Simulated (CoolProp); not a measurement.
Vapour-liquid equilibrium of cyclohexane (1) + ethylbenzene (2) at 427.7 K; x and y are mole fractions of (1).

The numbers come from the multi-fluid Helmholtz-energy mixture model, Zhou 2014 and Zhou 2012; pair parameters Bell 2016 in CoolProp.

Question: Give the bubble pressure and the first vapour's composition at x = 0.05, 0.45, 0.65. Is there an azeotrope?

Answer: x = 0.05: 1.874 bar, y = 0.170; x = 0.45: 3.786 bar, y = 0.737; x = 0.65: 4.629 bar, y = 0.851. No azeotrope shows between x = 0.05 and 0.95.

Pair parameters are fitted to limited data, so mixtures are less certain than the pure fluids.
